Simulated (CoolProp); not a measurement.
Nitrous oxide at 298.15 K and 4.29 MPa is throttled through a valve to 0.838 MPa with no heat exchange. Each further row changes one setting.

The numbers come from the reference Helmholtz-energy equation of state, Lemmon 2006 in CoolProp. It is a short technical equation, of lower accuracy than the large ones.

```csv
case,temperature change (K),final density (kg/m³)
as stated,___,___
outlet pressure 0.251 MPa,___,___
outlet pressure 1.09 MPa,___,___
```

**Question.** Complete the blanks.

**Answer.** 
- as stated, temperature change (K): -49.6
- as stated, final density (kg/m³): 19.5
- outlet pressure 0.251 MPa, temperature change (K): -60.6
- outlet pressure 0.251 MPa, final density (kg/m³): 5.75
- outlet pressure 1.09 MPa, temperature change (K): -45.2
- outlet pressure 1.09 MPa, final density (kg/m³): 25.6
